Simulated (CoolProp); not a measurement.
Vapour-liquid equilibrium of n-pentane (1) + acetone (2) at 0.442 MPa; x and y are mole fractions of (1).

Computed with CoolProp (multi-fluid Helmholtz-energy mixture model, Thol 2019 and Lemmon 2006; pair parameters Bell 2016).

| x | bubble temperature, mixture model (°C) | bubble temperature, Raoult's law (°C) | y, mixture model | y, Raoult's law |
|---|---|---|---|---|
| 0.05 | 100.7 | 105.7 | 0.168 | 0.076 |
| 0.125 | 94.2 | 104.0 | 0.332 | 0.183 |
| 0.2 | 90.0 | 102.4 | 0.433 | 0.283 |
| 0.275 | 87.3 | 100.8 | 0.500 | 0.376 |
| 0.35 | 85.5 | 99.3 | 0.548 | 0.462 |
| 0.425 | 84.3 | 97.8 | 0.585 | 0.543 |
| 0.5 | 83.5 | 96.3 | 0.617 | 0.617 |
| 0.575 | 82.9 | 94.9 | 0.647 | 0.687 |
| 0.65 | 82.6 | 93.5 | 0.679 | 0.751 |
| 0.725 | 82.5 | 92.1 | 0.716 | 0.812 |
| 0.8 | 82.8 | 90.8 | 0.762 | 0.868 |
| 0.875 | 83.6 | 89.5 | 0.824 | 0.920 |
| 0.95 | 85.4 | 88.2 | 0.914 | 0.969 |

The largest gap from Raoult's law is -13.8 K in bubble temperature, at x = 0.35. y crosses x between x = 0.65 and 0.725: the model has an azeotrope there.

Pair parameters are fitted to limited data, so mixtures are less certain than the pure fluids.
